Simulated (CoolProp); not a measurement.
Properties of oxygen along the isobar 7.02 MPa (Tc = 154.6 K, pc = 5.046 MPa, ω = 0.022).

The numbers come from the reference Helmholtz-energy equation of state, Schmidt 1985 in CoolProp.

```tsv
T (K)	phase	Z	cv (kJ/(kg K))	speed of sound (m/s)	Joule-Thomson coefficient (K/MPa)	viscosity (µPa s)	fugacity coefficient
130.8	liquid	0.2208	0.8303	608.0	-0.02994	86.1	0.2465
145.6	liquid	0.2270	0.8175	459.2	0.3836	61.2	0.4089
160.3	supercritical	0.2863	0.8870	258.1	2.234	35.8	0.5832
175.1	supercritical	0.5941	0.8055	219.2	5.390	18.2	0.6998
189.8	supercritical	0.7240	0.7432	240.7	4.996	17.4	0.7691
204.6	supercritical	0.7985	0.7136	258.3	4.449	17.7	0.8193
219.3	supercritical	0.8478	0.6972	273.3	3.960	18.3	0.8569
234.1	supercritical	0.8833	0.6873	286.7	3.536	19.0	0.8864
248.8	supercritical	0.9095	0.6813	298.7	3.174	19.7	0.9095
```

Viscosity comes from a separate model (Lemmon 2004).
